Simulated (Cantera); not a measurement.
**Equilibrium for calcination and drying: LiOH + O₂**

Input: 1 mol LiOH, 6.6 mol O₂, held at 9.75 Torr.

Method: chemical equilibrium by Gibbs-energy minimisation in Cantera with the NASA 1993 tables (ideal gas, pure condensed phases). Candidate condensed phases: H₂O, Li, LiH, LiOH, Li₂O; 17 gas species. Kinetics and transport are ignored.

From 1598 K to 1648 K the condensed part is Li₂O(s). From 1698 K to 2198 K nothing is condensed. The main Li-bearing gas is LiOH throughout.

| T (K) | x O₂ | x LiOH | x Li | x O | x H₂O | x OH | n Li₂O(s) |
|---|---|---|---|---|---|---|---|
| 1598 | 0.885 | 0.0922 | 0.000100 | 0.000117 | 0.0207 | 0.000337 | 0.146 |
| 1648 | 0.876 | 0.107 | 0.000276 | 0.000208 | 0.0126 | 0.000380 | 0.0723 |
| 1698 | 0.867 | 0.117 | 0.000709 | 0.000357 | 0.00718 | 0.000406 | 0 |
| 1748 | 0.867 | 0.116 | 0.00118 | 0.000599 | 0.00757 | 0.000579 | 0 |
| 1798 | 0.866 | 0.114 | 0.00189 | 0.000975 | 0.00799 | 0.000813 | 0 |
| 1848 | 0.865 | 0.113 | 0.00294 | 0.00154 | 0.00848 | 0.00112 | 0 |
| 1898 | 0.863 | 0.111 | 0.00442 | 0.00239 | 0.00904 | 0.00153 | 0 |
| 1948 | 0.861 | 0.109 | 0.00646 | 0.00361 | 0.00971 | 0.00207 | 0 |
| 1998 | 0.858 | 0.106 | 0.00915 | 0.00535 | 0.0105 | 0.00276 | 0 |
| 2048 | 0.853 | 0.103 | 0.0126 | 0.00777 | 0.0114 | 0.00366 | 0 |
| 2098 | 0.848 | 0.0987 | 0.0168 | 0.0111 | 0.0125 | 0.00480 | 0 |
| 2148 | 0.841 | 0.0938 | 0.0217 | 0.0155 | 0.0137 | 0.00623 | 0 |
| 2198 | 0.832 | 0.0880 | 0.0274 | 0.0214 | 0.0150 | 0.00801 | 0 |
x: gas mole fraction; n: condensed amount in mol.
